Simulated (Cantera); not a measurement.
Cantera run:

```python
import numpy as np
import cantera as ct

gas_names = """
    O H
""".split()
cond_names = """
    CuO2H2(s) Cu(cr) Cu(L)
""".split()


# ... load() reads the species with a 1 bar reference pressure and builds the phases ...
species = {s.name: s for s in load("nasa_gas.yaml", gas_names) + load("nasa_condensed.yaml", cond_names)}
# Each term lists the table entries of one substance; the one whose range holds T is used.
reactions = {
    'Cu(OH)2 = Cu + 2 O(g) + 2 H(g)':
        [(-1, ['CuO2H2(s)']), (1, ['Cu(cr)', 'Cu(L)']), (2, ['O']), (2, ['H'])],
}


def pick(names, T):
    return next(species[n] for n in names if species[n].thermo.min_temp <= T <= species[n].thermo.max_temp)


results = []
for label, terms in reactions.items():
    print(label)
    print("     T/K   dH/kJ  dS/(J/K)   dG/kJ   log10 K")
    for T in [1098, 1123, 1148, 1173, 1198, 1223, 1248, 1273, 1298, 1323]:
        used = [(nu, pick(names, T)) for nu, names in terms]
        dH = sum(nu * s.thermo.h(T) for nu, s in used) / 1e6
        dS = sum(nu * s.thermo.s(T) for nu, s in used) / 1e3
        dG = dH - T * dS / 1e3
        logK = -dG * 1e6 / (ct.gas_constant * T * np.log(10))
        results.append((label, T, dH, dS, dG, logK, [s.name for _, s in used]))
        print(f"{T:8g} {dH:8.1f} {dS:8.1f} {dG:8.1f} {logK:8.2f}")
```

Output:

```
Cu(OH)2 = Cu + 2 O(g) + 2 H(g)
     T/K   dH/kJ  dS/(J/K)   dG/kJ   log10 K
    1098   1384.9    480.2    857.7   -40.80
    1123   1384.7    480.0    845.6   -39.33
    1148   1384.5    479.9    833.7   -37.93
    1173   1384.4    479.7    821.7   -36.59
    1198   1384.2    479.5    809.7   -35.30
    1223   1384.0    479.4    797.7   -34.07
    1248   1383.8    479.2    785.7   -32.88
    1273   1383.6    479.1    773.7   -31.75
    1298   1383.5    479.0    761.7   -30.65
    1323   1383.3    478.9    749.8   -29.60
```

Source: NASA polynomial tables (part measured, part estimated), evaluated in Cantera. Condensed species are held in their standard states even where they would react or evaporate.
